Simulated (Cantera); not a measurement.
A closed system holds: 1 mol ZrO2, 2700 mol H2, 0.59 mol H2O, equilibrated at 2100 K and 0.00200 bar.

Equilibrium computed with Cantera from the NASA thermochemical tables; the gas is ideal and each condensed phase is pure. Candidate condensed phases: H2O, Zr, ZrO2; 12 gas species. Kinetics and transport are ignored.

Base state: H2 0.933, H 0.0673, H2O 0.000211 (mole fractions); condensed: ZrO2(tetragonal).

Question: What changes in the equilibrium state with this change: ZrO2 replaced by V2O3?

Answer: 
| species | before | after |
|---|---|---|
| H2 | 0.933 | 0.931 |
| H | 0.0673 | 0.0672 |
| H2O | 0.000211 | 0.000784 |
| VO | 0 | 0.000383 |
| V | 0 | 0.000277 |
| VO2 | 0 | 5.51e-5 |
| ZrO2(tetragonal), mol | 0.995 | 0 |
Further candidate phases: V, VO, V2O3, V2O4, V2O5.

Question: What changes in the equilibrium state with this change: temperature from 2100 K to 2150 K?

Answer: 
```tsv
species	before	after
H2	0.933	0.910
H	0.0673	0.0900
H2O	0.000211	0.000211
ZrO2(tetragonal), mol	0.995	0.984
```

Question: What changes in the equilibrium state with this change: temperature from 2100 K to 1448.15 K?

Answer: 
```json
[
 {"species": "H2", "before": "0.933", "after": "1.000"},
 {"species": "H2O", "before": "0.000211", "after": "0.000218"},
 {"species": "H", "before": "0.0673", "after": "0.000206"},
 {"species": "ZrO2(tetragonal), mol", "before": "0.995", "after": "0"},
 {"species": "ZrO2(monoclinic), mol", "before": "0", "after": "1.00"}
]
```
